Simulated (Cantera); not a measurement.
Charge: 1 mol SiH2Cl2, 0.3 mol H2O, 2.9 mol N2, at 1.05 Torr.

These are equilibrium values from Cantera (NASA tables, ideal gas, pure condensed phases), not measurements of a reactor. Candidate condensed phases: H2O, NH4Cl, Si, SiO2, Si2N2O, Si3N4; 47 gas species. N2 is the only nitrogen source here; it is nearly inert below about 1500 K, so the nitride shown seldom forms there in practice. Mutual solubility and eutectic melting of coexisting phases are not modelled. Rates play no part.

Over these rows the condensed part is Si2N2O(s) + Si3N4(s). Partial pressures as log10 of bar:

```json
[
 {"T (K)": "850", "1000/T (1/K)": "1.1765", "log p SiCl2": "-10.41", "log p N2": "-3.13", "log p HCl": "-3.39", "log p H2": "-3.71", "log p SiCl4": "-4.28"},
 {"T (K)": "950", "1000/T (1/K)": "1.0526", "log p SiCl2": "-8.60", "log p N2": "-3.13", "log p HCl": "-3.37", "log p H2": "-3.74", "log p SiCl4": "-4.34"},
 {"T (K)": "1050", "1000/T (1/K)": "0.9524", "log p SiCl2": "-7.15", "log p N2": "-3.13", "log p HCl": "-3.35", "log p H2": "-3.76", "log p SiCl4": "-4.39"},
 {"T (K)": "1150", "1000/T (1/K)": "0.8696", "log p SiCl2": "-5.97", "log p N2": "-3.13", "log p HCl": "-3.34", "log p H2": "-3.78", "log p SiCl4": "-4.45"},
 {"T (K)": "1250", "1000/T (1/K)": "0.8000", "log p SiCl2": "?", "log p N2": "-3.13", "log p HCl": "-3.34", "log p H2": "-3.78", "log p SiCl4": "-4.57"},
 {"T (K)": "1350", "1000/T (1/K)": "0.7407", "log p SiCl2": "-4.32", "log p N2": "-3.13", "log p HCl": "-3.38", "log p H2": "-3.75", "log p SiCl4": "-4.91"}
]
```

Fit log p(SiCl2) = a + b·(1000/T) to the five rows, give the apparent enthalpy, and predict the row at 1250 K.

Means: 1000/T = 0.9584, log p = -7.290. Sxy = -1.568499, Sxx = 0.1117560, so b = -14.04 and a = -7.290 − (-14.04)×0.9584 = 6.17.
Apparent enthalpy: −19.145 × (-14.04) = 269 kJ/mol. With the condensed phases at unit activity, 1/6 Si3N4(s) + 1/2 SiCl4(g) = SiCl2(g) + 1/3 N2(g) links this pressure to the main gases: over the six rows their terms move log p by -0.31 in all, so the slope isn't that reaction's ΔH° alone. The five rows lie within 0.09 of the line.
Prediction at 1250 K: 6.17 + (-14.04)×0.8000 = -5.06. The computed value is -5.01, 0.05 from the line.
